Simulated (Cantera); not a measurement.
Feed: 1 mol AlCl₃, a varied amount of NH₃, 10 mol N₂, held at 1273 K and 0.100 bar.

Method: chemical equilibrium by Gibbs-energy minimisation in Cantera with the NASA 1993 tables (ideal gas, pure condensed phases). Candidate condensed phases: Al, AlCl₃, AlN, NH₄Cl; 20 gas species. The tables' values for AlCl₂ are old estimates; treat these amounts as uncertain. The numbers say what is thermodynamically allowed, not how fast it happens.

log p: log10 of the partial pressure in bar; n: condensed amount in mol.

```
n(NH₃) (mol)  log p H₂  log p N₂  log p HCl  log p AlCl₃  log p AlCl₂  log p AlCl  log p NH₃  n AlN(s)
------------  --------  --------  ---------  -----------  -----------  ----------  ---------  --------
7.5              -1.40     -1.29      -2.22        -2.74        -5.15       -6.23      -6.59       [?]
12               -1.31     -1.35      -2.27        -2.98        -5.30       -6.29      -6.50       [?]
18               -1.26     -1.40      -2.33        -3.23        -5.46       -6.35      -6.45       [?]
27               -1.22     -1.45      -2.43        -3.54        -5.66       -6.44      -6.41       [?]
42               -1.19     -1.49      -2.55        -3.94        -5.92       -6.56      -6.39     0.890
65               -1.17     -1.53      -2.70        -4.40        -6.21       -6.70      -6.37     0.942
100              -1.15     -1.55      -2.86        -4.89        -6.54       -6.86      -6.36     0.972
150              -1.14     -1.57      -3.02        -5.38        -6.86       -7.02      -6.36     0.986
240              -1.14     -1.58      -3.22        -5.97        -7.26       -7.21      -6.35     0.994
```

Task: Complete the blanks.

Result: 
- 7.5, n AlN(s): 0.523
- 12, n AlN(s): 0.629
- 18, n AlN(s): 0.724
- 27, n AlN(s): 0.812
